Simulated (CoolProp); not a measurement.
Properties of R245fa along the isotherm 365.4 K.

Computed with CoolProp (reference Helmholtz-energy equation of state, Akasaka 2015).

```csv
p (bar),phase,speed of sound (m/s),Joule-Thomson coefficient (K/MPa),isothermal compressibility (1/MPa),viscosity (µPa s),conductivity (mW/(m K)),fugacity coefficient
1.52,gas,152.2,14.42,6.753,14.5,21.8,0.9755
3.04,gas,148.7,15.05,3.479,14.6,21.8,0.9509
4.56,gas,144.9,15.76,2.400,14.6,21.9,0.9264
6.08,gas,140.8,16.58,1.874,14.7,22.0,0.9017
7.61,gas,136.2,17.55,1.573,14.8,22.2,0.8767
9.13,gas,131.2,18.73,1.392,14.9,22.5,0.8517
12.2,liquid,396.7,0.1893,0.008419,183,72.5,0.7234
13.7,liquid,399.1,0.1819,0.008293,184,72.6,0.6480
15.2,liquid,401.4,0.1746,0.008171,185,72.8,0.5874
16.7,liquid,403.8,0.1676,0.008053,185,72.9,0.5378
18.3,liquid,406.2,0.1603,0.007931,186,73.1,0.4939
```

Viscosity comes from a separate model (Bell 2016), an estimate that may be off by 10 % or more. Thermal conductivity comes from a separate model (Huber 2003), an estimate that may be off by 10 % or more.
